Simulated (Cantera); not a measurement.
**Adiabatic ignition**

An adiabatic, constant-volume homogeneous reactor starts with 7.87 % CH4, 8.73 % O2, 83.4 % N2, equivalence ratio 1.8, at 1350 K and 1350 Torr.

Detailed kinetics in Cantera: GRI-Mech 3.0 (53 species, 325 reactions).

| t (s) | T (K) | P (bar) | x CH4 | x O2 | x OH | x C2H6 | x CH2CO |
|---|---|---|---|---|---|---|---|
| 7.00e-6 | 1350 | 1.80 | 0.0787 | 0.0873 | 1.94e-10 | <1e-12 | <1e-12 |
| 1.95e-5 | 1350 | 1.80 | 0.0787 | 0.0873 | 3.64e-10 | 1.79e-11 | <1e-12 |
| 5.45e-5 | 1350 | 1.80 | 0.0787 | 0.0873 | 1.01e-9 | 4.71e-10 | <1e-12 |
| 0.000152 | 1350 | 1.80 | 0.0787 | 0.0873 | 3.23e-9 | 1.64e-8 | <1e-12 |
| 0.000424 | 1350 | 1.80 | 0.0787 | 0.0873 | 9.89e-9 | 7.52e-7 | 5.38e-12 |
| 0.00118 | 1350 | 1.80 | 0.0786 | 0.0873 | 1.94e-8 | 1.51e-5 | 1.00e-9 |
| 0.00330 | 1352 | 1.80 | 0.0782 | 0.0871 | 3.83e-8 | 9.76e-5 | 4.39e-8 |
| 0.00921 | 1373 | 1.83 | 0.0747 | 0.0848 | 2.47e-7 | 0.000729 | 5.77e-6 |
| 0.0257 | 2228 | 3.18 | 3.41e-11 | 7.15e-7 | 0.000157 | <1e-12 | <1e-12 |
| 0.0717 | 2228 | 3.18 | 3.05e-11 | 7.20e-7 | 0.000158 | <1e-12 | <1e-12 |
| 0.200 | 2228 | 3.18 | 3.01e-11 | 7.21e-7 | 0.000158 | <1e-12 | <1e-12 |
x: mole fraction; the columns are a selection and need not sum to one.

```yaml
time_of_steepest_temperature_rise: 13.0 ms
temperature at 0.200 s: 2228 K
equilibrium_temperature: 2228 K
x(CH4) at 0.200 s: 3.01e-11 (gas-phase equilibrium 3.41e-11)
x(O2) at 0.200 s: 7.21e-7 (gas-phase equilibrium 7.21e-7)
x(OH) at 0.200 s: 0.000158 (gas-phase equilibrium 0.000158)
```
